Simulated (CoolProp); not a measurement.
Model: reference Helmholtz-energy equation of state, Lemmon 2016, in CoolProp.

### Question
For R365MFC, give the phase and the density (kg/m³), cp (kJ/(kg K)), cv (kJ/(kg K)), isothermal compressibility (1/MPa) at 226.85 °C and 3.67 MPa; 226.85 °C and 3.98 MPa.

### Answer
- 226.85 °C and 3.67 MPa: supercritical; density 202, cp 1.69, cv 1.33, isothermal compressibility 0.437
- 226.85 °C and 3.98 MPa: supercritical; density 231, cp 1.80, cv 1.34, isothermal compressibility 0.429
